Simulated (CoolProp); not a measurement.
Vapour-liquid equilibrium of CH2F2 (R32) (1) + R123 (2) at 222.7 K; x and y are mole fractions of (1).

The numbers come from the multi-fluid Helmholtz-energy mixture model, Tillner-Roth 1997 and Younglove 1994; pair parameters Bell 2016 in CoolProp.

| x | bubble pressure, mixture model (MPa) | bubble pressure, Raoult's law (MPa) | y, mixture model | y, Raoult's law |
|---|---|---|---|---|
| 0.05 | 0.01149 | 0.007009 | 0.857 | 0.768 |
| 0.15 | 0.02947 | 0.01761 | 0.949 | 0.917 |
| 0.25 | 0.04455 | 0.02820 | 0.969 | 0.955 |
| 0.35 | 0.05658 | 0.03880 | 0.978 | 0.971 |
| 0.45 | 0.06601 | 0.04940 | 0.983 | 0.981 |
| 0.55 | 0.07362 | 0.05999 | 0.986 | 0.987 |
| 0.65 | 0.08028 | 0.07059 | 0.989 | 0.992 |
| 0.75 | 0.08681 | 0.08119 | 0.991 | 0.995 |
| 0.85 | 0.09401 | 0.09179 | 0.994 | 0.997 |
| 0.95 | 0.1026 | 0.1024 | 0.998 | 0.999 |

The largest gap from Raoult's law is +67.3 % in bubble pressure, at x = 0.15. No azeotrope shows between x = 0.05 and 0.95.

The pair parameters rest on a limited set of measurements; away from them the model extrapolates. With so large a gap from Raoult's law the liquid may split in two, which this calculation doesn't test in full.
